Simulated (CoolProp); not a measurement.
The fluid at 308.91 K and 0.294 MPa flows at 5.2 m/s in a round tube of 25 mm bore and 0.25 µm roughness, fully developed (64/Re and Nu = 3.66 if laminar; Colebrook and Gnielinski if turbulent). The same conditions are run with several fluids, on thermodynamics alone (safety and materials aside).

Values from CoolProp's reference Helmholtz-energy equation of state of each fluid (C3F8 (R218): Lemmon 2006; CF4 (R14): Platzer 1990; methane: Setzmann 1991; R22: Kamei 1995; R125: Lemmon 2005). The equations of Platzer and Polt are older, rougher fits.

| fluid | Reynolds number | Darcy friction factor | pressure drop (Pa/m) | heat-transfer coefficient (W/(m² K)) | mass flow (kg/h) |
|---|---|---|---|---|---|
| C3F8 (R218) | 233000 | 0.0153 | 188 | ? | 210 |
| CF4 (R14) | 74000 | 0.0192 | 106 | 100 | 93.5 |
| methane | ? | 0.0257 | 25.6 | ? | 17.0 |
| R22 | 93600 | 0.0183 | 102 | 91.5 | 94.6 |
| R125 | 138000 | 0.0169 | 131 | 144 | 131 |

Question: Some entries are withheld; supply them.

Answer: 
- C3F8 (R218), heat-transfer coefficient (W/(m² K)): 203
- methane, Reynolds number: 20700
- methane, heat-transfer coefficient (W/(m² K)): 76.8

Transport values come from each fluid's own correlations; those of C3F8 (R218), CF4 (R14), R22 are estimates that may be off by 10 % or more.
